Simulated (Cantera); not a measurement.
A closed system holds: 1 mol CuO, 4.2 mol F2, 32 mol H2, held at 1473.15 K and 3500 Pa.

Method: chemical equilibrium by Gibbs-energy minimisation in Cantera with the NASA 1993 tables (ideal gas, pure condensed phases). Rates play no part.

```json
[
 {"species": "HF", "before": "0.232", "after": "0.481"},
 {"species": "F", "before": "<1e-9", "after": "0.328"},
 {"species": "CuF2", "before": "<1e-9", "after": "0.127"},
 {"species": "H2", "before": "0.740", "after": "<1e-9"},
 {"species": "O2", "before": "<1e-9", "after": "0.0633"},
 {"species": "H2O", "before": "0.0276", "after": "<1e-9"},
 {"species": "F2", "before": "<1e-9", "after": "0.000647"},
 {"species": "Cu", "before": "0.000148", "after": "<1e-9"},
 {"species": "H", "before": "5.83e-5", "after": "<1e-9"},
 {"species": "CuF", "before": "1.29e-5", "after": "3.71e-5"},
 {"species": "Cu(l), mol", "before": "0.994", "after": "0"}
]
```
Gas species are given as mole fractions.

**Question.** What was changed between the two runs?
(A) F2 from 4.2 to 1.6 mol
(B) H2 from 32 to 1.9 mol
(C) temperature from 1473.15 K to 1700 K
(D) F2 from 4.2 to 0.63 mol

**Answer.** B, H2 from 32 to 1.9 mol
